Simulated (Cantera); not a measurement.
Cantera run:

```python
import numpy as np
import cantera as ct

gas_names = """
    C CN CO CO2 C2 CCN CNC C2N2 C2O C3 C3O2 C4 C4N2 C5 N NCO NO NO2 NO3 N2 N2O O O2 O3 Pb PbO Pb2
""".split()
cond_names = """
    C(gr) Pb(cr) Pb(L) PbO(rd) PbO(yw) PbO(L) PbO2(s) Pb3O4(s)
""".split()


# ... load() reads the species with a 1 bar reference pressure and builds the phases ...
atoms = {
    'Pb': {'Pb': 1},
    'CO': {'C': 1, 'O': 1},
    'N2': {'N': 2},
}
top_T = {'C(gr)': 4500, 'Pb3O4(s)': 820}  # K; cautious upper limits of use, not melting points


# ... equilibrate(T, P, feed) seeds the gas with the atoms and calls Mixture.equilibrate('TP', solver="vcs", rtol=1e-11, max_steps=5000) ...
results = []
feed = {'Pb': 1, 'CO': 0.84, 'N2': 0.97}  # mol
T = 850  # K
P = 970  # Pa
mix = equilibrate(T, P, feed)
results.append((T, P, feed, dict(zip(mix.species_names, mix.species_moles))))
print(gas.report(threshold=1e-05))
for i in range(1, mix.n_phases):
    print(f"{mix.phase(i).name:16s} {mix.phase_moles(i):12.5e} mol")
```

It prints:

```
       temperature   850 K
          pressure   970 Pa
           density   0.0039227 kg/m^3
  mean mol. weight   28.58 kg/kmol
   phase of matter   gas

                          1 kg             1 kmol
                     ---------------   ---------------
          enthalpy       -1.4749e+06       -4.2154e+07  J
   internal energy       -1.7222e+06       -4.9222e+07  J
           entropy            9521.2        2.7212e+05  J/K
    Gibbs function       -9.5679e+06       -2.7346e+08  J
 heat capacity c_p            1144.1             32698  J/K
 heat capacity c_v            853.16             24384  J/K

                      mass frac. Y      mole frac. X     chem. pot. / RT
                     ---------------   ---------------   ---------------
                CO           0.40191            0.4101           -46.362
               CO2          0.054114          0.035143           -91.416
                N2           0.54373           0.55473           -29.685
                Pb        0.00023788        3.2813e-05           -9.4291
     [  +23 minor]        1.0659e-10        7.4405e-12

C(gr)             6.14510e-02 mol
Pb(L)             9.99943e-01 mol
PbO(yw)           0.00000e+00 mol
PbO2(s)           0.00000e+00 mol
```

Method: chemical equilibrium by Gibbs-energy minimisation in Cantera with the NASA 1993 tables (ideal gas, pure condensed phases).
